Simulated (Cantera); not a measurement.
Feed: 1 mol Si3N4, 12 mol O2, 11 mol N2, 2.6 mol HF, equilibrated at 10.0 mbar.

Equilibrium computed with Cantera from the NASA thermochemical tables; the gas is ideal and each condensed phase is pure. Candidate condensed phases: H2O, Si, SiO2, Si2N2O, Si3N4; 58 gas species. The numbers say what is thermodynamically allowed, not how fast it happens.

### Question
At 775 K, list the 5 most abundant gas species with their mole fractions, and the condensed phases.

### Answer
N2 0.536, O2 0.371, HF 0.0498, H2O 0.0287, SiF4 0.0143. Condensed: SiO2(α-quartz).
